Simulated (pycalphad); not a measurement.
**Phase fractions of Hf-20.28C (at.%)**

CALPHAD calculation (pycalphad, COST 507 light-alloy database (1999)), 1 atm. These are 1990s assessments: newer ones move some temperatures and phases. Amounts are mole fractions of atoms. Kinetics are ignored, which matters at the lower temperatures.

| T (°C) | liquid | fcc | hcp |
|---|---|---|---|
| 3027 | 0.670 | 0.330 | - |
| 2927 | 0.629 | 0.371 | - |
| 2827 | 0.594 | 0.406 | - |
| 2727 | 0.563 | 0.437 | - |
| 2627 | 0.536 | 0.464 | - |
| 2527 | 0.512 | 0.488 | - |
| 2427 | 0.491 | 0.509 | - |
| 2327 | - | 0.347 | 0.653 |
| 2227 | - | 0.392 | 0.608 |
| 2127 | - | 0.417 | 0.583 |
| 2027 | - | 0.434 | 0.566 |
| 1927 | - | 0.445 | 0.555 |
| 1827 | - | 0.455 | 0.545 |
| 1727 | - | 0.462 | 0.538 |
| 1627 | - | 0.468 | 0.532 |
| 1527 | - | 0.474 | 0.526 |
| 1427 | - | 0.479 | 0.521 |
| 1327 | - | 0.483 | 0.517 |
| 1227 | - | 0.487 | 0.513 |
| 1127 | - | 0.491 | 0.509 |
| 1027 | - | 0.495 | 0.505 |
| 927 | - | 0.498 | 0.502 |
| 827 | - | 0.502 | 0.498 |
| 727 | - | 0.505 | 0.495 |
| 627 | - | 0.508 | 0.492 |
| 527 | - | 0.511 | 0.489 |
| 427 | - | ? | ? |
| 327 | - | ? | ? |
| 227 | - | 0.520 | 0.480 |

Problem. Complete the blanks.

Solution. 
- 427, fcc: 0.514
- 427, hcp: 0.486
- 327, fcc: 0.517
- 327, hcp: 0.483

The fcc model also describes the rock-salt carbide or nitride (TiC, TiN, HfC).
